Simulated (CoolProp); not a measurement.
Properties of toluene along the isobar 181 bar.

Model: reference Helmholtz-energy equation of state, Lemmon 2006, in CoolProp. It is a short technical equation, of lower accuracy than the large ones.

```
T (°C)          phase       Z  speed of sound (m/s)  isothermal compressibility (1/MPa)  expansivity (1/kK)
------  -------------  ------  --------------------  ----------------------------------  ------------------
73.35          liquid  0.6942                  1211                            0.001061               1.038
112.45         liquid  0.6504                  1079                            0.001374               1.105
151.45         liquid  0.6177                 956.1                            0.001808               1.195
190.55         liquid  0.5940                 841.1                            0.002433               1.312
229.65         liquid  0.5783                 733.4                            0.003358               1.464
268.75         liquid  0.5702                 633.3                            0.004767               1.658
307.75         liquid  0.5701                 542.7                            0.006937               1.898
346.85  supercritical  0.5784                 463.9                             0.01025               2.178
```
